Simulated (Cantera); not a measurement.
Feed: 1 mol TEOS, a varied amount of N2O, 130 mol N2, at 477 °C and 0.0100 bar.

These are equilibrium values from Cantera (NASA tables, ideal gas, pure condensed phases), not measurements of a reactor. Candidate condensed phases: C, C6H6, C7H8, C8H18, H2O, Si, SiC, SiO2, Si2N2O, Si3N4; 151 gas species. The feed counts by its element totals alone. Equilibrium is a limit: real reactors are often held back by kinetics, nucleation or transport.

Q: At 6.6 mol N2O, list the 5 most abundant gas species with their mole fractions, and the condensed phases.

A: N2 0.889, H2 0.0627, CO 0.0379, CO2 0.00798, H2O 0.00216. Condensed: C(graphite) + SiO2(α-quartz).
